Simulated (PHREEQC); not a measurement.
## Nickel, zinc or cadmium bath

Make-up at 65 °C: 0.12 mol ZnSO4, 0.0026 mol NaOH and 0.0097 mol MnSO4 per kg of water. Closed to the air; pH follows from the charge balance.

All values are PHREEQC results (ion-association model, wateq4f.dat), not measurements.

```yaml
pH: 6.89
ionic_strength: 0.237 mol/kgw
total_alkalinity: 2.60 meq/kg
```

```tsv
species	molality	activity	log γ
Zn+2	0.0528	0.0151	-0.543
ZnSO4	0.0506	0.0534	0.024
SO4-2	0.0459	0.0115	-0.601
Zn(SO4)2-2	0.0140	0.00380	-0.566
MnSO4	0.00505	0.00533	0.024
Mn+2	0.00465	0.00133	-0.543
ZnOH+	0.00257	0.00186	-0.141
Na+	0.00243	0.00174	-0.145
NaSO4-	0.000174	0.000125	-0.143
Zn(OH)2	1.07e-5	1.13e-5	0.024
MnOH+	6.57e-6	4.68e-6	-0.148
OH-	1.38e-6	9.28e-7	-0.171
HSO4-	5.56e-7	3.89e-7	-0.155
H+	1.66e-7	1.29e-7	-0.109
```

Precipitation was switched off in this run. The solution is supersaturated, for example in Zincite(c) (slow to form), so a real one may precipitate; this is no full list. Away from 25 °C the constants follow the database's enthalpies or fits; those with neither stay at their 25 °C values.
